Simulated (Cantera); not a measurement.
What does this Cantera script print?

```python
import numpy as np
import cantera as ct

surf = ct.Interface("ptcombust.yaml", "Pt_surf")
gas = surf.adjacent["gas"]
gas.TPX = 600, 500000, {'H2': 0.01, 'O2': 0.07, 'N2': 0.79, 'H2O': 0.0088}
surf.TP = 600, 500000
reactor = ct.FlowReactor(gas, clone=False)
reactor.area = 0.0001  # m2
reactor.surface_area_to_volume_ratio = 660  # 1/m
reactor.mass_flow_rate = 0.66 * reactor.area * gas.density  # inlet velocity 0.66 m/s
reactor.energy_enabled = False
wall = ct.ReactorSurface(surf, reactor, clone=False)
net = ct.ReactorNet([reactor])
net.rtol, net.atol = 1e-8, 1e-16
show, cover = ['H2', 'O2', 'H2O'], ['PT(S)', 'H(S)', 'O(S)', 'OH(S)', 'CO(S)', 'C(S)']

rows = []
print(f"{'z/m':>9s}{'u/(m/s)':>9s}" + "".join(f"{s:>13s}" for s in show + cover))
for z in [6.4e-05, 0.00012, 0.00024, 0.00046, 0.00089, 0.0017, 0.0033, 0.0064]:
    net.advance(z)
    rows.append([reactor.speed, *gas[show].X, *surf[cover].coverages])
    print(f"{z:9.4g}{rows[-1][0]:9.3g}" + "".join(f"{x:13.4e}" for x in rows[-1][1:]))
```

Output:

```
      z/m  u/(m/s)           H2           O2          H2O        PT(S)         H(S)         O(S)        OH(S)        CO(S)         C(S)
  6.4e-05    0.659   7.8650e-03   7.8028e-02   1.3566e-02   1.6539e-01   3.7827e-07   7.8899e-01   4.5148e-02  -9.6692e-25  -1.0183e-28
  0.00012    0.658   6.1693e-03   7.7243e-02   1.5280e-02   1.3105e-01   2.2756e-07   8.2626e-01   4.2277e-02  -1.5491e-24  -2.0727e-30
  0.00024    0.658   4.2021e-03   7.6333e-02   1.7268e-02   9.0329e-02   1.0359e-07   8.7216e-01   3.7208e-02   1.0193e-25  -1.2074e-29
  0.00046    0.657   2.6397e-03   7.5609e-02   1.8847e-02   5.7286e-02   4.0764e-08   9.1147e-01   3.1037e-02   1.2381e-26  -1.2221e-29
  0.00089    0.657   1.5226e-03   7.5092e-02   1.9976e-02   3.3273e-02   1.3809e-08   9.4214e-01   2.4462e-02  -2.8594e-25  -7.4639e-29
   0.0017    0.657   8.4487e-04   7.4779e-02   2.0661e-02   1.8544e-02   4.4258e-09   9.6273e-01   1.8650e-02   7.6632e-26   2.2954e-29
   0.0033    0.656   4.4868e-04   7.4595e-02   2.1062e-02   9.8827e-03   1.3332e-09   9.7629e-01   1.3792e-02   1.9455e-26   4.0965e-30
   0.0064    0.656   2.3458e-04   7.4496e-02   2.1278e-02   5.1956e-03   4.0065e-10   9.8471e-01   1.0075e-02   2.8545e-26   7.0378e-30
```

Computed with Cantera and Deutschmann's 1995 Pt surface mechanism with GRI-Mech 3.0 gas chemistry. Catalytic surfaces can have several steady states; this one follows from the mechanism file's or the stated starting coverage. Mass transfer to the wall is taken as infinitely fast.
